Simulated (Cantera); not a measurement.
Feed: 1 mol SiC, 0.14 mol N₂O, 18 mol H₂, 0.038 mol CO₂, at 230 Pa.

Method: chemical equilibrium by Gibbs-energy minimisation in Cantera with the NASA 1993 tables (ideal gas, pure condensed phases). Candidate condensed phases: C, C₆H₆, C₇H₈, C₈H₁₈, H₂O, Si, SiC, SiO₂, Si₂N₂O, Si₃N₄; 151 gas species. Mutual solubility and eutectic melting of coexisting phases are not modelled. The numbers say what is thermodynamically allowed, not how fast it happens.

### Question
At 852 °C, list the 3 most abundant gas species with their mole fractions, and the condensed phases.

### Answer
H₂ 0.997, CO 0.00314, CH₄ 6.59e-5. Condensed: C(graphite) + SiC(s) + SiO₂(β-quartz) + Si₂N₂O(s).
